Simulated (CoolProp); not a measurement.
Vapour-liquid equilibrium of dimethyl ether (1) + n-butane (2) at 53.15 °C; x and y are mole fractions of (1).

Computed with CoolProp (multi-fluid Helmholtz-energy mixture model, Wu 2011 and Bücker 2006; pair parameters Bell 2016).

```
x     bubble pressure (bar)  y at the bubble point  dew pressure at overall composition x (bar)  liquid density (mol/L)
----  ---------------------  ---------------------  -------------------------------------------  ----------------------
0.05                  5.944                  0.126                                        5.590                   9.388
0.15                  6.978                  0.311                                        6.062                   9.658
0.25                  7.893                  0.443                                        6.605                   9.947
0.35                  8.706                  0.544                                        7.230                   10.26
0.45                  9.431                  0.627                                        7.947                   10.60
0.55                  10.08                  0.699                                        8.756                   10.98
0.65                  10.68                  0.765                                        9.638                   11.40
0.75                  11.21                  0.829                                        10.54                   11.87
0.85                  11.70                  0.894                                        11.38                   12.39
0.95                  12.14                  0.963                                        12.07                   12.97
```

No azeotrope shows between x = 0.05 and 0.95.

Pair parameters are fitted to limited data, so mixtures are less certain than the pure fluids.
